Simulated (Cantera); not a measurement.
An isothermal, constant-pressure homogeneous reactor starts with 38.2 % CH4, 61.2 % H2O, 0.574 % N2, at 1325 K and 29.0 bar.

Computed with Cantera and GRI-Mech 3.0 (53 species, 325 reactions). The pressure lies above the range GRI-Mech 3.0 was tuned for (to about 10 atm).

x: mole fraction; the columns are a selection and need not sum to one.

| t (s) | x CH4 | x H2O | x CO | x CH3 | x HO2 |
|---|---|---|---|---|---|
| 2.00e-6 | 0.382 | 0.612 | <1e-12 | 9.83e-8 | <1e-12 |
| 1.38e-5 | 0.382 | 0.612 | <1e-12 | 6.67e-7 | <1e-12 |
| 9.46e-5 | 0.382 | 0.612 | <1e-12 | 2.88e-6 | <1e-12 |
| 0.000650 | 0.382 | 0.612 | 2.29e-10 | 3.26e-6 | <1e-12 |
| 0.00447 | 0.382 | 0.612 | … | 3.56e-6 | <1e-12 |
| 0.0308 | 0.381 | 0.612 | … | 4.46e-6 | <1e-12 |
| 0.211 | 0.369 | 0.608 | … | 4.52e-6 | <1e-12 |
| 1.45 | 0.315 | 0.590 | … | 6.12e-6 | <1e-12 |
| 10.0 | 0.309 | 0.563 | … | 6.28e-6 | <1e-12 |

Question: Some entries are withheld; supply them.

Answer: 
- 0.00447, x CO: 2.47e-8
- 0.0308, x CO: 2.57e-6
- 0.211, x CO: 4.99e-5
- 1.45, x CO: 0.000836
- 10.0, x CO: 0.00349
